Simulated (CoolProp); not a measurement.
Vapour-liquid equilibrium of methanol (1) + n-undecane (2) at 119.85 °C; x and y are mole fractions of (1).

Model: multi-fluid Helmholtz-energy mixture model, de Reuck 1993 and Aleksandrov 2011; pair parameters Bell 2016, in CoolProp.

```tsv
x	bubble pressure, mixture model (kPa)	bubble pressure, Raoult's law (kPa)	y, mixture model	y, Raoult's law
0.05	19.51	41.34	0.519	0.772
0.2	145.4	135.6	0.950	0.941
0.35	380.0	229.8	0.984	0.972
0.5	532.6	324.0	0.989	0.985
0.65	562.3	418.3	0.990	0.992
0.8	563.2	512.5	0.990	0.996
0.95	608.2	606.7	0.995	0.999
```

The largest gap from Raoult's law is +65.4 % in bubble pressure, at x = 0.35. No azeotrope shows between x = 0.05 and 0.95.

The pair parameters rest on a limited set of measurements; away from them the model extrapolates. The gap from Raoult's law changes sign with composition, which may be real or a fault of the pair parameters; it wasn't checked against measurements. With so large a gap from Raoult's law the liquid may split in two, which this calculation doesn't test in full.
